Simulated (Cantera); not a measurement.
## Thermodynamics of silicon carbide growth, feed SiH4 + C2H4 + H2 + C3H8

A closed system holds: 1 mol SiH4, 0.088 mol C2H4, 370 mol H2, 0.94 mol C3H8, held at 2200 °C and 0.133 bar.

These are equilibrium values from Cantera (NASA tables, ideal gas, pure condensed phases), not measurements of a reactor. Candidate condensed phases: C, C6H6, C7H8, C8H18, Si, SiC; 87 gas species. Gases not in the tables: Si2H6 and higher silanes. Kinetics and transport are ignored.

The x(H2) is 0.935 and the x(H) is 0.0591. The x(C2H2 (acetylene)) comes out as 0.00359. The x(Si) comes out as 0.00201, the x(SiH) is 0.000196 and the x(SiC2) is 0.000193. The x(SiH2) is 6.01e-5. The x(Si2C) comes out as 5.23e-5 and the x(C2H) is 1.54e-5. The gas amount comes out as 388.3 mol. The log10 activity of C(graphite) (absent) is -0.20 and the log10 activity of Si(l) (absent) is -1.16.
